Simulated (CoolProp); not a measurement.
The numbers come from the reference Helmholtz-energy equation of state, Lemmon 2006 in CoolProp. It is a short technical equation, of lower accuracy than the large ones.

Give the vapour pressure (MPa), vapour density (kg/m³), enthalpy of vaporisation (kJ/kg), vapour viscosity (µPa s) of saturated n-nonane at 16.75, 134.25 °C.


| T (°C) | p (MPa) | vapour density (kg/m³) | enthalpy of vaporisation (kJ/kg) | vapour viscosity (µPa s) |
|---|---|---|---|---|
| 16.75 | 0.000339 | 0.0181 | 367 | 5.29 |
| 134.25 | 0.0640 | 2.53 | 299 | 7.30 |

Viscosity comes from a separate model (Huber 2004).
